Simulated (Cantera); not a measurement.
A perfectly stirred reactor is fed with CH₄ : O₂ : N₂ = 1 : 1.54 : 4.77 (molar parts), equivalence ratio 1.3, at 300000 Pa; it is adiabatic with a 325 K inlet, and is followed from long to short residence time, starting on the burning branch (τ in s: 0.079, 0.039, 0.02, 0.0097, 0.0049, 0.0024, 0.0012, 0.0006, 0.0003, 0.00015, 7.4e-05).

Detailed kinetics in Cantera: GRI-Mech 3.0 (53 species, 325 reactions).

x: mole fraction; the columns are a selection and need not sum to one.

```csv
τ (s),T (K),x CH₄,x O₂,x HCN,x HO₂,x C₂H₆,x H₂O₂,x NO
0.079,2250,2.48e-5,6.42e-5,2.96e-6,2.98e-8,2.53e-10,1.03e-8,0.000214
0.039,2248,3.91e-5,0.000101,5.46e-6,4.59e-8,7.22e-10,1.36e-8,0.000252
0.020,2245,5.70e-5,0.000159,9.20e-6,7.35e-8,1.79e-9,1.86e-8,0.000288
0.0097,2240,8.22e-5,0.000262,1.53e-5,1.28e-7,4.37e-9,2.71e-8,0.000323
0.0049,2234,?,?,?,?,?,?,0.000349
0.0024,2226,?,?,?,?,?,?,0.000367
0.0012,2214,0.000229,0.00111,5.02e-5,6.96e-7,4.64e-8,8.64e-8,0.000371
0.00060,2200,0.000348,0.00182,6.99e-5,1.23e-6,1.10e-7,1.26e-7,0.000357
0.00030,2180,0.000575,0.00309,9.34e-5,2.24e-6,3.01e-7,1.87e-7,0.000319
0.00015,2149,0.00108,0.00561,0.000114,4.49e-6,1.07e-6,3.02e-7,0.000243
7.4e-5,2067,0.00315,0.0139,8.77e-5,1.40e-5,1.05e-5,7.56e-7,9.21e-5
```

Task: Complete the blanks.

Result: 
- 0.0049, x CH₄: 0.000113
- 0.0049, x O₂: 0.000420
- 0.0049, x HCN: 2.34e-5
- 0.0049, x HO₂: 2.21e-7
- 0.0049, x C₂H₆: 9.58e-9
- 0.0049, x H₂O₂: 3.96e-8
- 0.0024, x CH₄: 0.000160
- 0.0024, x O₂: 0.000686
- 0.0024, x HCN: 3.51e-5
- 0.0024, x HO₂: 3.96e-7
- 0.0024, x C₂H₆: 2.11e-8
- 0.0024, x H₂O₂: 5.91e-8
